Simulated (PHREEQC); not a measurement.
Arsenic or selenium liquor (model solution)

Make-up at 85 °C: 0.0011 mol/kgw H2SeO4, 0.15 mol/kgw NaHCO3 and 0.002 mol/kgw NaCl. Closed to the air; pH follows from the charge balance.

Equilibrium calculation in PHREEQC: ion-association model, wateq4f.dat.

No solid was allowed to form.

Estimate the pH.

pH 7.40.

In which forms is C present?

HCO3- 86 %, CO2 5.7 %, NaCO3- 3.8 %, NaHCO3 3.6 % of the C.

At this temperature some constants are extrapolated from 25 °C, and those without enthalpy data are left unchanged.
